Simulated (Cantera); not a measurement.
**Thermodynamics of carbon deposition, reforming and gasification, feed C₆H₆ + CO₂ + H₂**

A closed system holds: 1 mol C₆H₆, 1.9 mol CO₂, 17 mol H₂, held at 2250 K.

These are equilibrium values from Cantera (NASA tables, ideal gas, pure condensed phases), not measurements of a reactor. Candidate condensed phases: C, C₆H₆, C₇H₈, C₈H₁₈, H₂O; 110 gas species. The ideal-gas law is rough above about 30 bar. The numbers say what is thermodynamically allowed, not how fast it happens.

From 0.000100 bar to 100 bar the condensed part is C(graphite). The main C-bearing gas is CO throughout. The share of C in condensed phases is highest at 0.000100 bar (50.7 %) and lowest at 100 bar (45.4 %).

```json
[
 {"P (Pa)": "10", "x H₂": "0.404", "x H": "0.472", "x CO": "0.122", "x CH₄": "3.87e-9", "n C(graphite)": "4.00"},
 {"P (Pa)": "100", "x H₂": "0.662", "x H": "0.191", "x CO": "0.144", "x CH₄": "1.04e-7", "n C(graphite)": "3.98"},
 {"P (Pa)": "1000", "x H₂": "0.777", "x H": "0.0655", "x CO": "0.154", "x CH₄": "1.43e-6", "n C(graphite)": "3.97"},
 {"P (Pa)": "10000", "x H₂": "0.818", "x H": "0.0212", "x CO": "0.158", "x CH₄": "1.58e-5", "n C(graphite)": "3.97"},
 {"P (Pa)": "100000", "x H₂": "0.831", "x H": "0.00677", "x CO": "0.159", "x CH₄": "0.000163", "n C(graphite)": "3.96"},
 {"P (Pa)": "1000000", "x H₂": "0.834", "x H": "0.00214", "x CO": "0.160", "x CH₄": "0.00164", "n C(graphite)": "3.93"},
 {"P (Pa)": "10000000", "x H₂": "0.818", "x H": "0.000672", "x CO": "0.162", "x CH₄": "0.0158", "n C(graphite)": "3.59"}
]
```
x: gas mole fraction; n: condensed amount in mol.
